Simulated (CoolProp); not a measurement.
The fluid at 293.15 K and 12.1 MPa is compressed adiabatically to 24.1 MPa with isentropic efficiency 0.8. The same conditions are run with several fluids, on thermodynamics alone (safety and materials aside).

Computed with CoolProp (reference Helmholtz-energy equation of state of each fluid (methane: Setzmann 1991; ethylene: Smukala 2000; dry air: Lemmon 2000; oxygen: Schmidt 1985; C2F6 (R116): Lemmon 2006)). Blends and air are pseudo-pure fits.

| fluid | work (kJ/kg) | final temperature (K) | final density (kg/m³) |
|---|---|---|---|
| methane | ? | ? | ? |
| ethylene | ? | 312.3 | 395 |
| dry air | ? | ? | 206 |
| oxygen | 71.0 | ? | 243 |
| C2F6 (R116) | ? | 304.1 | 1310 |

Task: Fill in the missing entries.

Result: 
- methane, work (kJ/kg): 124
- methane, final temperature (K): 353.8
- methane, final density (kg/m³): 139
- ethylene, work (kJ/kg): 39.0
- dry air, work (kJ/kg): 83.4
- dry air, final temperature (K): 372.6
- oxygen, final temperature (K): 371.0
- C2F6 (R116), work (kJ/kg): 11.8

Above 300 K oxygen's equation is extrapolated.
